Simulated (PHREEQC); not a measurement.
Consider water at 50 °C with 75 mmol/kgw NH4HF2, 14 mmol/kgw (NH4)2SiF6 and 0.26 mmol/kgw H2SO4. Closed to the air; pH follows from the charge balance.

The numbers come from PHREEQC with the ion-association model, phreeqc.dat.

Each row changes one thing in this solution. Precipitation was switched off in this run.

```json
[
 {"case": "as made", "pH": "3.24", "ionic strength (mol/kgw)": "0.118", "F- (mol/kgw)": "0.0598", "HF (mol/kgw)": "0.0594", "HF2- (mol/kgw)": "0.0154", "NH3 (mol/kgw)": "3.63e-7"},
 {"case": "H2SO4 from 0.00026 to 0.0013 mol/kgw", "pH": "3.21", "ionic strength (mol/kgw)": "0.118", "F- (mol/kgw)": "0.0578", "HF (mol/kgw)": "0.0614", "HF2- (mol/kgw)": "0.0154", "NH3 (mol/kgw)": "3.38e-7"},
 {"case": "(NH4)2SiF6 replaced by NH3 at the same molality", "pH": "3.46", "ionic strength (mol/kgw)": "0.0895", "F- (mol/kgw)": "0.0741", "HF (mol/kgw)": "0.0463", "HF2- (mol/kgw)": "0.0148", "NH3 (mol/kgw)": "5.38e-7"},
 {"case": "temperature from 50 to 15 °C", "pH": "2.98", "ionic strength (mol/kgw)": "0.118", "F- (mol/kgw)": "0.0625", "HF (mol/kgw)": "0.0609", "HF2- (mol/kgw)": "0.0133", "NH3 (mol/kgw)": "1.90e-8"},
 {"case": "(NH4)2SiF6 from 0.014 to 0.0154 mol/kgw", "pH": "3.24", "ionic strength (mol/kgw)": "0.122", "F- (mol/kgw)": "0.0598", "HF (mol/kgw)": "0.0594", "HF2- (mol/kgw)": "0.0154", "NH3 (mol/kgw)": "3.69e-7"},
 {"case": "H2SO4 left out", "pH": "3.25", "ionic strength (mol/kgw)": "0.118", "F- (mol/kgw)": "0.0603", "HF (mol/kgw)": "0.0589", "HF2- (mol/kgw)": "0.0154", "NH3 (mol/kgw)": "3.69e-7"},
 {"case": "0.0051 mol/kgw KCl added", "pH": "3.24", "ionic strength (mol/kgw)": "0.123", "F- (mol/kgw)": "0.0598", "HF (mol/kgw)": "0.0594", "HF2- (mol/kgw)": "0.0154", "NH3 (mol/kgw)": "3.58e-7"},
 {"case": "diluted 2-fold with water", "pH": "3.28", "ionic strength (mol/kgw)": "0.0592", "F- (mol/kgw)": "0.0332", "HF (mol/kgw)": "0.0325", "HF2- (mol/kgw)": "0.00467", "NH3 (mol/kgw)": "2.20e-7"}
]
```

Constants without temperature data keep their 25 °C values here. SiF6-2 is the database's only silicon fluoride.
